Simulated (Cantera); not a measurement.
Feed: 1 mol Ti(OiPr)4, a varied amount of O2, 1.8 mol H2, held at 2123 K and 1.00 Torr.

Method: chemical equilibrium by Gibbs-energy minimisation in Cantera with the NASA 1993 tables (ideal gas, pure condensed phases). Candidate condensed phases: C, C6H6, C7H8, C8H18, H2O, Ti, TiC, TiO, TiO2, Ti2O3, Ti3O5, Ti4O7; 113 gas species. The feed counts by its element totals alone. Mutual solubility and eutectic melting of coexisting phases are not modelled. TiC, TiO: taken at fixed stoichiometry. Condensed phases not in the tables: Magnéli phases beyond Ti4O7, solid solutions among these carbides, nitrides and lower oxides. Kinetics and transport are ignored.

log p: log10 of the partial pressure in bar; n: condensed amount in mol.

```json
[
 {"n(O2) (mol)": "0.55", "log p H2": "-3.04", "log p H2O": "-10.68", "log p CO": "-3.51", "log p CO2": "-11.84", "log p H": "-3.97", "log p O2": "<-14", "log p OH": "-12.51", "n C(graphite)": "5.85", "n TiC(s)": "1.000", "n TiO(l)": "0", "n Ti4O7(l)": "0", "n TiO2(rutile)": "0"},
 {"n(O2) (mol)": "0.78", "log p H2": "-3.05", "log p H2O": "-10.66", "log p CO": "-3.48", "log p CO2": "-11.79", "log p H": "-3.97", "log p O2": "<-14", "log p OH": "-12.49", "n C(graphite)": "___", "n TiC(s)": "1.000", "n TiO(l)": "0", "n Ti4O7(l)": "0", "n TiO2(rutile)": "0"},
 {"n(O2) (mol)": "1.1", "log p H2": "-3.06", "log p H2O": "-10.64", "log p CO": "-3.44", "log p CO2": "-11.72", "log p H": "-3.98", "log p O2": "<-14", "log p OH": "-12.46", "n C(graphite)": "___", "n TiC(s)": "1.000", "n TiO(l)": "0", "n Ti4O7(l)": "0", "n TiO2(rutile)": "0"},
 {"n(O2) (mol)": "1.6", "log p H2": "-3.08", "log p H2O": "-10.61", "log p CO": "-3.40", "log p CO2": "-11.62", "log p H": "-3.99", "log p O2": "<-14", "log p OH": "-12.42", "n C(graphite)": "___", "n TiC(s)": "1.000", "n TiO(l)": "0", "n Ti4O7(l)": "0", "n TiO2(rutile)": "0"},
 {"n(O2) (mol)": "2.2", "log p H2": "-3.10", "log p H2O": "-10.59", "log p CO": "-3.35", "log p CO2": "-11.53", "log p H": "-4.00", "log p O2": "<-14", "log p OH": "-12.39", "n C(graphite)": "___", "n TiC(s)": "1.000", "n TiO(l)": "0", "n Ti4O7(l)": "0", "n TiO2(rutile)": "0"},
 {"n(O2) (mol)": "3.1", "log p H2": "-3.14", "log p H2O": "-10.56", "log p CO": "-3.30", "log p CO2": "-11.43", "log p H": "-4.01", "log p O2": "<-14", "log p OH": "-12.35", "n C(graphite)": "___", "n TiC(s)": "1.000", "n TiO(l)": "0", "n Ti4O7(l)": "0", "n TiO2(rutile)": "0"},
 {"n(O2) (mol)": "4.4", "log p H2": "-3.17", "log p H2O": "-7.68", "log p CO": "-3.26", "log p CO2": "-8.48", "log p H": "-4.03", "log p O2": "<-14", "log p OH": "-9.45", "n C(graphite)": "0", "n TiC(s)": "0.0420", "n TiO(l)": "0.748", "n Ti4O7(l)": "0", "n TiO2(rutile)": "0"},
 {"n(O2) (mol)": "6.3", "log p H2": "-3.24", "log p H2O": "-3.96", "log p CO": "-3.27", "log p CO2": "-4.70", "log p H": "-4.06", "log p O2": "-7.77", "log p OH": "-5.70", "n C(graphite)": "0", "n TiC(s)": "0", "n TiO(l)": "0", "n Ti4O7(l)": "0.244", "n TiO2(rutile)": "0"},
 {"n(O2) (mol)": "8.9", "log p H2": "-3.40", "log p H2O": "-3.53", "log p CO": "-3.31", "log p CO2": "-4.15", "log p H": "-4.14", "log p O2": "-6.59", "log p OH": "-5.19", "n C(graphite)": "0", "n TiC(s)": "0", "n TiO(l)": "0", "n Ti4O7(l)": "0.242", "n TiO2(rutile)": "0"},
 {"n(O2) (mol)": "13", "log p H2": "-3.73", "log p H2O": "-3.29", "log p CO": "-3.45", "log p CO2": "-3.70", "log p H": "-4.31", "log p O2": "-5.43", "log p OH": "-4.77", "n C(graphite)": "0", "n TiC(s)": "0", "n TiO(l)": "0", "n Ti4O7(l)": "0", "n TiO2(rutile)": "0.961"},
 {"n(O2) (mol)": "18", "log p H2": "-4.26", "log p H2O": "-3.21", "log p CO": "-3.79", "log p CO2": "-3.44", "log p H": "-4.58", "log p O2": "-4.22", "log p OH": "-4.43", "n C(graphite)": "0", "n TiC(s)": "0", "n TiO(l)": "0", "n Ti4O7(l)": "0", "n TiO2(rutile)": "0.960"}
]
```

What belongs in the gaps?


- 0.78, n C(graphite): 5.39
- 1.1, n C(graphite): 4.75
- 1.6, n C(graphite): 3.75
- 2.2, n C(graphite): 2.55
- 3.1, n C(graphite): 0.751
